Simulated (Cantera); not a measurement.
Gas mixture: C₂H₆ = 0.073 (molar parts), at 0.000168 atm, frozen composition.

Cantera's kinetic-theory transport with the Lennard-Jones parameters of GRI-Mech 3.0, ideal gas; thermal conductivity in the mixture-averaged form. The composition is frozen, though it would react at the higher temperatures.

One state of this run: ρ (kg/m³) = 6.15e-5; cp (J/kg/K) = 4080; μ (µPa s) = 25.7; λ (mW/m/K) = 140; Pr = 0.751; D (cm²/s) OH = 10800; D (cm²/s) CH₄ = 8030; D (cm²/s) C₂H₂ = 6120. D: mixture-averaged diffusion coefficient of that species in the mixture.

Question: Which value of T (K) does it belong to?
A. 600
B. 1000
C. 1400
D. 800

Answer: B, 1000
